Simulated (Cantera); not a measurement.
Feed: 1 mol SiHCl₃, 0.13 mol NH₃, 55 mol H₂, at 998 K and 0.660 bar.

These are equilibrium values from Cantera (NASA tables, ideal gas, pure condensed phases), not measurements of a reactor. Candidate condensed phases: NH₄Cl, Si, Si₃N₄; 28 gas species. The tables' values for SiCl₃ are old estimates; treat these amounts as uncertain. Rates play no part.

Base state: H₂ 0.980, HCl 0.00653, SiHCl₃ 0.00651, SiCl₄ 0.00626, SiH₂Cl₂ 0.000728, SiCl₃ 0.000137, SiCl₂ 7.38e-5, SiH₃Cl 2.08e-5 (mole fractions); condensed: Si(s) + Si₃N₄(s).

Question: What changes in the equilibrium state with this change: temperature from 998 K to 2100 K?

Answer: 
```json
[
 {"species": "H₂", "before": "0.980", "after": "0.947"},
 {"species": "HCl", "before": "0.00653", "after": "0.0434"},
 {"species": "SiCl₂", "before": "7.38e-5", "after": "0.00426"},
 {"species": "SiHCl₃", "before": "0.00651", "after": "1.54e-6"},
 {"species": "H", "before": "2.62e-9", "after": "0.00373"},
 {"species": "N₂", "before": "<1e-9", "after": "0.00113"},
 {"species": "Si", "before": "<1e-9", "after": "0.000202"},
 {"species": "SiH₂", "before": "<1e-9", "after": "0.000173"},
 {"species": "Si(s), mol", "before": "0.127", "after": "0"},
 {"species": "Si₃N₄(s), mol", "before": "0.0325", "after": "0"},
 {"species": "Si(l), mol", "before": "0", "after": "0.719"}
]
```
The tables' values for SiCl, SiCl₃ are old estimates; treat these amounts as uncertain. Gases not in the tables: Si₂H₆ and higher silanes.

Question: What changes in the equilibrium state with this change: temperature from 998 K to 1973 K?

Answer: 
```csv
species,before,after
H₂,0.980,0.950
HCl,0.00653,0.0426
SiCl₂,7.38e-5,0.00473
SiHCl₃,0.00651,3.77e-6
N₂,<1e-9,0.00113
H,2.62e-9,0.00162
SiH₂,<1e-9,8.63e-5
SiCl,<1e-9,5.76e-5
Cl,<1e-9,5.43e-5
"Si(s), mol",0.127,0
"Si₃N₄(s), mol",0.0325,0
"Si(l), mol",0,0.713
```
The tables' values for SiCl, SiCl₃ are old estimates; treat these amounts as uncertain. Gases not in the tables: Si₂H₆ and higher silanes.
